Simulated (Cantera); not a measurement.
# Iron carbonyl, mercury and lead vapours: Pb + O2 + H2

Feed: 1 mol Pb, 0.51 mol O2, a varied amount of H2, at 1600 K and 0.00750 bar.

Equilibrium computed with Cantera from the NASA thermochemical tables; the gas is ideal and each condensed phase is pure. Candidate condensed phases: H2O, Pb, PbO, PbO2, Pb3O4; 12 gas species. Gases not in the tables: (PbO)n polymers. Equilibrium is a limit: real reactors are often held back by kinetics, nucleation or transport.

```csv
n(H2) (mol),x H2,x H2O,x Pb,x PbO,x O2,x H,x OH
0.36,0.000126,0.258,0.293,0.424,0.0244,7.06e-6,0.000564
0.59,0.000374,0.368,0.368,0.258,0.00570,1.21e-5,0.000468
0.98,0.00630,0.488,0.479,0.0264,3.53e-5,4.98e-5,0.000151
1.6,0.223,0.392,0.384,0.000479,1.80e-8,0.000297,2.04e-5
2.6,0.439,0.283,0.278,0.000127,2.44e-9,0.000416,1.05e-5
4.3,0.619,0.192,0.189,4.17e-5,5.67e-10,0.000494,6.01e-6
7.1,0.750,0.126,0.123,1.47e-5,1.65e-10,0.000544,3.57e-6
12,0.844,0.0784,0.0769,5.08e-6,5.07e-11,0.000577,2.10e-6
19,0.898,0.0510,0.0500,2.02e-6,1.89e-11,0.000595,1.32e-6
32,0.938,0.0309,0.0303,7.09e-7,6.36e-12,0.000608,7.84e-7
52,0.961,0.0192,0.0189,2.68e-7,2.35e-12,0.000616,4.82e-7
```
x: gas mole fraction; nothing condenses.

From 0.36 mol H2 to 52 mol H2 nothing is condensed.
